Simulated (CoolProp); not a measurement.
The fluid at 298.15 K and 3.45 MPa flows at 4.8 m/s in a round tube of 4.6 mm bore and 0.25 µm roughness, fully developed (64/Re and Nu = 3.66 if laminar; Colebrook and Gnielinski if turbulent). The same conditions are run with several fluids, on thermodynamics alone (safety and materials aside).

Values from CoolProp's reference Helmholtz-energy equation of state of each fluid (C3F8 (R218): Lemmon 2006; n-decane: Lemmon 2006; p-xylene: Zhou 2012; CH2F2 (R32): Tillner-Roth 1997; n-butane: Bücker 2006).

| fluid | Reynolds number | Darcy friction factor | pressure drop (Pa/m) | heat-transfer coefficient (W/(m² K)) | mass flow (kg/h) |
|---|---|---|---|---|---|
| C3F8 (R218) | 161000 | 0.0167 | 57000 | 7710 | 391 |
| n-decane | (withheld) | 0.0266 | (withheld) | 5150 | 209 |
| p-xylene | 30400 | 0.0236 | 50700 | 6390 | 247 |
| CH2F2 (R32) | 186000 | 0.0163 | 39600 | 14700 | 279 |
| n-butane | 77200 | 0.0193 | (withheld) | 8490 | 166 |

Problem. What belongs in the gaps?

Solution. 
- n-decane, Reynolds number: 18200
- n-decane, pressure drop (Pa/m): 48600
- n-butane, pressure drop (Pa/m): 27900

Transport values come from each fluid's own correlations; those of C3F8 (R218), CH2F2 (R32) are estimates that may be off by 10 % or more.
